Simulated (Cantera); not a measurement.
An adiabatic, constant-volume homogeneous reactor starts with CH4 : H2 : O2 : N2 = 1 : 0.61 : 0.922 : 6.92 (molar parts), equivalence ratio 2.5, at 1675 K and 1.01 bar. Integrator tolerance rtol = 1e-08.

Cantera simulation using GRI-Mech 3.0 (53 species, 325 reactions); the numbers are that mechanism's predictions, not measurements.

### Question
What does this change do: pressure from 1.01 bar to 1.30 bar?

### Answer
| quantity | before | after |
|---|---|---|
| time of steepest temperature rise | 0.180 ms | 0.147 ms |
| temperature at 8.00 s | 2458 K | 2463 K |
| equilibrium temperature | 2458 K | 2463 K |
| x(CH4) at 8.00 s | 6.30e-11 (gas-phase equilibrium 7.08e-11) | 1.02e-10 (gas-phase equilibrium 1.15e-10) |
| x(H2) at 8.00 s | 0.170 (gas-phase equilibrium 0.170) | 0.171 (gas-phase equilibrium 0.171) |
| x(O2) at 8.00 s | 2.62e-6 (gas-phase equilibrium 2.62e-6) | 2.14e-6 (gas-phase equilibrium 2.14e-6) |
| x(H2O) at 8.00 s | 0.0730 (gas-phase equilibrium 0.0730) | 0.0731 (gas-phase equilibrium 0.0731) |
| x(HO2) at 8.00 s | 2.60e-9 (gas-phase equilibrium 2.60e-9) | 2.42e-9 (gas-phase equilibrium 2.42e-9) |
| x(N2O) at 8.00 s | 4.49e-9 (gas-phase equilibrium 4.49e-9) | 4.66e-9 (gas-phase equilibrium 4.66e-9) |
| x(CH3) at 8.00 s | 4.49e-11 (gas-phase equilibrium 5.04e-11) | 6.56e-11 (gas-phase equilibrium 7.38e-11) |

### Question
What does this change do: O2 0.922 to 0.6 parts?

### Answer
| quantity | before | after |
|---|---|---|
| time of steepest temperature rise | 0.180 ms | 0.299 ms |
| temperature at 8.00 s | 2458 K | 2007 K |
| equilibrium temperature | 2458 K | 2007 K |
| x(CH4) at 8.00 s | 6.30e-11 (gas-phase equilibrium 7.08e-11) | 5.37e-9 (gas-phase equilibrium 5.97e-9) |
| x(H2) at 8.00 s | 0.170 (gas-phase equilibrium 0.170) | 0.230 (gas-phase equilibrium 0.230) |
| x(O2) at 8.00 s | 2.62e-6 (gas-phase equilibrium 2.62e-6) | 3.84e-10 (gas-phase equilibrium 3.84e-10) |
| x(H2O) at 8.00 s | 0.0730 (gas-phase equilibrium 0.0730) | 0.0174 (gas-phase equilibrium 0.0174) |
| x(HO2) at 8.00 s | 2.60e-9 (gas-phase equilibrium 2.60e-9) | <1e-12 (gas-phase equilibrium <1e-12) |
| x(N2O) at 8.00 s | 4.49e-9 (gas-phase equilibrium 4.49e-9) | 2.81e-11 (gas-phase equilibrium 1.86e-11) |
| x(CH3) at 8.00 s | 4.49e-11 (gas-phase equilibrium 5.04e-11) | 3.19e-10 (gas-phase equilibrium 3.55e-10) |
